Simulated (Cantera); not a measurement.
## Equilibrium for tantalum, niobium, vanadium and zirconium in process gases: V + NH3

Input: 1 mol V, a varied amount of NH3, held at 1198.15 K and 0.100 bar.

Equilibrium computed with Cantera from the NASA thermochemical tables; the gas is ideal and each condensed phase is pure. Candidate condensed phases: V, VN; 11 gas species. Mutual solubility and eutectic melting of coexisting phases are not modelled. VN: taken at fixed stoichiometry. Condensed phases not in the tables: V2N, N, O or C dissolved in the metal. Equilibrium is a limit: real reactors are often held back by kinetics, nucleation or transport.

```csv
n(NH3) (mol),log p H2,log p N2,log p NH3,log p H,n V(s),n VN(s)
0.41,-1.00,-10.04,-10.24,-7.22,0.590,0.410
0.51,-1.00,-10.04,-10.24,-7.22,0.490,0.510
0.62,-1.00,-10.04,-10.24,-7.22,0.380,0.620
0.75,-1.00,-10.04,-10.24,-7.22,0.250,0.750
0.92,-1.00,-10.04,-10.24,-7.22,0.0800,0.920
1.1,-1.01,-2.53,-6.50,-7.23,0,1.00
1.4,-1.04,-2.06,-6.30,-7.24,0,1.00
1.7,-1.06,-1.92,-6.26,-7.25,0,1.00
2,-1.07,-1.85,-6.24,-7.25,0,1.00
2.5,-1.08,-1.78,-6.22,-7.26,0,1.00
```
log p: log10 of the partial pressure in bar; n: condensed amount in mol.

From 0.41 mol NH3 to 0.92 mol NH3 the condensed part is V(s) + VN(s). From 1.1 mol NH3 to 2.5 mol NH3 the condensed part is VN(s).
